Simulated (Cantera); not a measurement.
# Equilibrium for tantalum, niobium, vanadium and zirconium in process gases: V + NH3 + N2

A closed system holds: 1 mol V, 0.56 mol NH3, 0.47 mol N2, equilibrated at 0.133 bar.

Cantera equilibrium calculation (NASA polynomials, part measured and part estimated; ideal gas, pure solids and liquids). Candidate condensed phases: V, VN; 11 gas species. VN: taken at fixed stoichiometry. Condensed phases not in the tables: V2N, N, O or C dissolved in the metal. The numbers say what is thermodynamically allowed, not how fast it happens.

```
T (K)   x H2   x N2       x H       x V    x NH3  n VN(s)  n V(l)
-----  -----  -----  --------  --------  -------  -------  ------
873    0.771  0.229  1.12e-10    <1e-12  6.55e-5     1.00       0
1023   0.771  0.229   9.95e-9    <1e-12  2.17e-5     1.00       0
1173   0.771  0.229   2.83e-7    <1e-12  9.39e-6     1.00       0
1323   0.771  0.229   3.81e-6    <1e-12  4.89e-6     1.00       0
1473   0.771  0.229   3.04e-5    <1e-12  2.91e-6     1.00       0
1623   0.770  0.229  0.000166  2.04e-10  1.90e-6     1.00       0
1773   0.770  0.229  0.000684   1.82e-8  1.33e-6     1.00       0
1923   0.769  0.229   0.00226   7.91e-7  9.88e-7    1.000       0
2073   0.765  0.229   0.00630   1.97e-5  7.62e-7    1.000       0
2223   0.757  0.228    0.0153  0.000314  6.03e-7    1.000       0
2373   0.507  0.464    0.0272   0.00177  3.91e-7        0   0.997
2523   0.484  0.456    0.0530   0.00733  3.07e-7        0   0.988
2673   0.443  0.438    0.0935    0.0256  2.29e-7        0   0.956
```
x: gas mole fraction; n: condensed amount in mol.

From 873 K to 2223 K the condensed part is VN(s). From 2373 K to 2673 K the condensed part is V(l).
